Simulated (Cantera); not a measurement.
Feed: 1 mol Fe, a varied amount of CO₂, 9 mol N₂, held at 1800 °C and 0.380 bar.

These are equilibrium values from Cantera (NASA tables, ideal gas, pure condensed phases), not measurements of a reactor. Candidate condensed phases: C, Fe, Fe(CO)₅, FeO, Fe₂O₃, Fe₃O₄; 27 gas species. Each liquid is taken as pure. Mutual solubility and eutectic melting of coexisting phases are not modelled. The tables' stoichiometric FeO is somewhat more stable than real wüstite, so its field is too wide. FeO: taken at fixed stoichiometry. Rates play no part.

x: gas mole fraction; n: condensed amount in mol.

```csv
n(CO₂) (mol),x N₂,x CO,x CO₂,x Fe,x FeO,x NO,n Fe(l),n FeO(l)
0.14,0.983,0.0139,0.00136,0.00211,2.36e-5,8.56e-6,0.853,0.127
0.25,0.971,___,___,0.00211,2.36e-5,8.51e-6,___,___
0.37,0.958,0.0359,0.00351,0.00211,2.36e-5,8.45e-6,0.643,0.337
0.48,0.947,0.0460,0.00450,0.00211,2.36e-5,8.40e-6,0.543,0.437
0.59,0.936,0.0559,0.00547,0.00211,2.36e-5,8.35e-6,0.442,0.537
0.7,0.926,0.0656,0.00642,0.00211,2.36e-5,8.31e-6,0.342,0.637
0.81,0.915,___,___,0.00211,2.36e-5,8.26e-6,___,___
0.92,0.905,0.0843,0.00824,0.00211,2.36e-5,8.21e-6,0.141,0.838
1,0.898,0.0909,0.00889,0.00211,2.36e-5,8.18e-6,0.0680,0.911
```

Task: Complete the blanks.

Result: 
- 0.81, x CO: 0.0751
- 0.81, x CO₂: 0.00734
- 0.81, n Fe(l): 0.241
- 0.81, n FeO(l): 0.738
- 0.25, x CO: 0.0246
- 0.25, x CO₂: 0.00240
- 0.25, n Fe(l): 0.753
- 0.25, n FeO(l): 0.227
